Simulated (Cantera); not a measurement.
# Ignition delay

Mixture: CO : H2 : O2 : N2 = 1.9 : 0.5 : 0.962 : 3.62 (molar parts), at 9.77 atm, adiabatic and at constant pressure. Ignition delay is the time to a rise of 400 K.

Computed with Cantera and GRI-Mech 3.0 (53 species, 325 reactions). The hydrogen kinetics of GRI-Mech 3.0 are dated; newer H2 mechanisms differ, most at raised pressure. Where the delays flatten at high temperature, the 400 K rule measures the pace of heat release, not the induction time.

| T0 (K) | delay (ms) |
|---|---|
| 1025 | 1.56 |
| 1100 | 0.266 |
| 1175 | 0.0470 |
| 1250 | 0.0129 |
| 1325 | 0.00632 |
| 1400 | 0.00405 |
| 1475 | 0.00298 |
| 1550 | 0.00237 |
| 1625 | 0.00199 |
| 1700 | 0.00175 |
